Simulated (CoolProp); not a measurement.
Computed with CoolProp (reference Helmholtz-energy equation of state, Lemmon 2006). It is a short technical equation, of lower accuracy than the large ones.

Task: Give the vapour pressure (bar), vapour density (kg/m³), enthalpy of vaporisation (kJ/kg), surface tension (mN/m) of saturated toluene at 30.05, 42.45 °C.

Result: 
```tsv
T (°C)	p (bar)	vapour density (kg/m³)	enthalpy of vaporisation (kJ/kg)	surface tension (mN/m)
30.05	0.0491	0.180	410	27.3
42.45	0.0882	0.312	403	25.8
```

Surface tension comes from a separate correlation (Mulero 2012).
